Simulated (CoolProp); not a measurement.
Vapour-liquid equilibrium of R134a (1) + isobutane (2) at 346.5 K; x and y are mole fractions of (1).

The numbers come from the multi-fluid Helmholtz-energy mixture model, Tillner-Roth 1994 and Bücker 2006; pair parameters Bell 2016 in CoolProp.

| x | bubble pressure (kPa) | y at the bubble point | dew pressure at overall composition x (kPa) | liquid density (mol/L) |
|---|---|---|---|---|
| 0.05 | 1384 | 0.155 | 1232 | 8.259 |
| 0.125 | 1646 | 0.299 | 1337 | 8.218 |
| 0.2 | 1851 | 0.391 | 1459 | 8.175 |
| 0.275 | 2012 | 0.457 | 1598 | 8.133 |
| 0.35 | 2139 | 0.510 | 1756 | 8.098 |
| 0.425 | 2242 | 0.556 | 1932 | 8.078 |
| 0.5 | 2325 | 0.599 | 2115 | 8.084 |
| 0.575 | 2390 | 0.642 | 2280 | 8.129 |
| 0.65 | 2436 | 0.688 | 2399 | 8.227 |
| 0.725 | 2462 | 0.736 | 2458 | 8.389 |
| 0.8 | 2462 | 0.791 | 2460 | 8.621 |
| 0.875 | 2431 | 0.855 | 2416 | 8.922 |
| 0.95 | 2358 | 0.934 | 2341 | 9.285 |

y crosses x between x = 0.725 and 0.8: the model has an azeotrope there.

The pair parameters rest on a limited set of measurements; away from them the model extrapolates.
